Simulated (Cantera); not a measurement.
Input: 1 mol PbO, 0.3 mol CO, 66 mol N₂, equilibrated at 2700 Pa.

Method: chemical equilibrium by Gibbs-energy minimisation in Cantera with the NASA 1993 tables (ideal gas, pure condensed phases). Candidate condensed phases: C, Pb, PbO, PbO₂, Pb₃O₄; 27 gas species. Mutual solubility and eutectic melting of coexisting phases are not modelled. Gases not in the tables: (PbO)n polymers. The numbers say what is thermodynamically allowed, not how fast it happens.

Question: Which condensed phases are stable at each of these points (T (°C)): 450, 525, 600, 675, 750, 825, 900, 975, 1050, 1125, 1200, 1275, 1350?

Answer: 
```json
[
 {"T (°C)": "450", "condensed phases": "Pb(l) + PbO(red)", "Pb condensed (%)": "100.0"},
 {"T (°C)": "525", "condensed phases": "Pb(l) + PbO(yellow)", "Pb condensed (%)": "100.0"},
 {"T (°C)": "600", "condensed phases": "Pb(l) + PbO(yellow)", "Pb condensed (%)": "99.8"},
 {"T (°C)": "675", "condensed phases": "Pb(l) + PbO(yellow)", "Pb condensed (%)": "98.8"},
 {"T (°C)": "750", "condensed phases": "Pb(l) + PbO(yellow)", "Pb condensed (%)": "93.3"},
 {"T (°C)": "825", "condensed phases": "Pb(l) + PbO(yellow)", "Pb condensed (%)": "69.7"},
 {"T (°C)": "900", "condensed phases": "PbO(l)", "Pb condensed (%)": "60.5"},
 {"T (°C)": "975", "condensed phases": "PbO(l)", "Pb condensed (%)": "25.9"},
 {"T (°C)": "1050", "condensed phases": "gas only", "Pb condensed (%)": "0.0"},
 {"T (°C)": "1125", "condensed phases": "gas only", "Pb condensed (%)": "0.0"},
 {"T (°C)": "1200", "condensed phases": "gas only", "Pb condensed (%)": "0.0"},
 {"T (°C)": "1275", "condensed phases": "gas only", "Pb condensed (%)": "0.0"},
 {"T (°C)": "1350", "condensed phases": "gas only", "Pb condensed (%)": "0.0"}
]
```

At 450 °C the condensed part is Pb(l) + PbO(red). From 525 °C to 825 °C the condensed part is Pb(l) + PbO(yellow). From 900 °C to 975 °C the condensed part is PbO(l). From 1050 °C to 1350 °C nothing is condensed.
